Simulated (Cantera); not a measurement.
# Diamond growth

A diamond (100) surface in a fixed gas of H2 with x(CH4) = 0.027, x(H) = 0.0028, at 950 K, 0.266 atm; coverages are run to steady state.

Cantera simulation using the Harris–Goodwin 1993 mechanism for the reconstructed diamond (100) surface; the numbers are that mechanism's predictions, not measurements.

| x(CH3) | growth (µm/h) | θ c6HH | θ c6H* | θ c6*H | θ c6** | θ c6HM |
|---|---|---|---|---|---|---|
| 1e-06 | 0.111 | 0.644 | 0.0143 | 0.335 | 0.00664 | 0.000240 |
| 2.8e-06 | 0.312 | 0.643 | 0.0143 | 0.335 | 0.00663 | 0.000670 |
| 7.7e-06 | 0.856 | 0.642 | 0.0142 | 0.334 | 0.00662 | 0.00184 |
| 2.1e-05 | 2.33 | 0.640 | 0.0142 | 0.333 | 0.00658 | 0.00500 |
| 5.9e-05 | 6.45 | 0.633 | 0.0140 | 0.329 | 0.00648 | 0.0139 |
| 0.00016 | 16.9 | 0.614 | 0.0136 | 0.319 | 0.00623 | 0.0363 |
| 0.00045 | 43.4 | 0.567 | 0.0125 | 0.294 | 0.00560 | 0.0934 |
| 0.0012 | 94.7 | 0.475 | 0.0104 | 0.245 | 0.00438 | 0.204 |
| 0.0034 | 175 | 0.331 | 0.00712 | 0.167 | 0.00255 | 0.378 |
θ: site fractions in the mechanism's names (c6HH fully hydrogenated, c6H* and c6*H radical sites, c6** diradical, c6HM methylated).
